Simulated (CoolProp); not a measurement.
Vapour pressure (bar) of CF4 (R14): the reference equation beside estimates from Tc = 227.4 K, pc = 37.62 bar, ω = 0.178. Clausius-Clapeyron is anchored at 153.7 K with a constant enthalpy of vaporisation of 11.40 kJ/mol.

Computed with CoolProp (reference Helmholtz-energy equation of state, Platzer 1990). This equation is an older, rougher fit; its heat capacities, sound speeds and derivatives of the liquid may be far off and weren't checked against measurements.

| T (K) | reference | Lee-Kesler | Clausius-Clapeyron | van der Waals | Redlich-Kwong | Soave-Redlich-Kwong | Peng-Robinson |
|---|---|---|---|---|---|---|---|
| 147.5 | 1.196 | 1.196 | 1.228 | 5.054 | 1.670 | 1.197 | 1.205 |
| 150.6 | 1.468 | 1.472 | 1.487 | 5.651 | 2.024 | 1.472 | 1.478 |
| 153.7 | 1.786 | 1.795 | 1.786 | 6.293 | 2.431 | 1.795 | 1.797 |
| 156.9 | 2.168 | 2.182 | 2.143 | 7.005 | 2.910 | 2.181 | 2.179 |
| 160 | 2.593 | 2.615 | 2.538 | 7.743 | 3.436 | 2.614 | 2.606 |
| 163.1 | 3.079 | 3.109 | 2.987 | 8.530 | 4.027 | 3.109 | 3.093 |
| 166.3 | 3.650 | 3.690 | 3.512 | 9.395 | 4.710 | 3.691 | 3.667 |
| 169.4 | 4.276 | 4.325 | 4.084 | 10.28 | 5.447 | 4.330 | 4.295 |
| 172.5 | 4.978 | 5.037 | 4.724 | 11.23 | 6.261 | 5.048 | 5.001 |
| 175.7 | 5.789 | 5.859 | 5.459 | 12.26 | 7.188 | 5.878 | 5.818 |
| 178.8 | 6.665 | 6.746 | 6.251 | 13.31 | 8.172 | 6.775 | 6.701 |
| 181.9 | 7.636 | 7.726 | 7.123 | 14.42 | 9.247 | 7.769 | 7.681 |
| 185.1 | 8.743 | 8.843 | 8.115 | 15.62 | 10.45 | 8.904 | 8.800 |

Absolute difference from the reference over all 13 rows, mean and median: Lee-Kesler 0.9 and 1.1 %, Clausius-Clapeyron 3.8 and 3.8 %, van der Waals 173.9 and 157.4 %, Redlich-Kwong 29.3 and 29.0 %, Soave-Redlich-Kwong 1.1 and 1.1 %, Peng-Robinson 0.6 and 0.5 %.
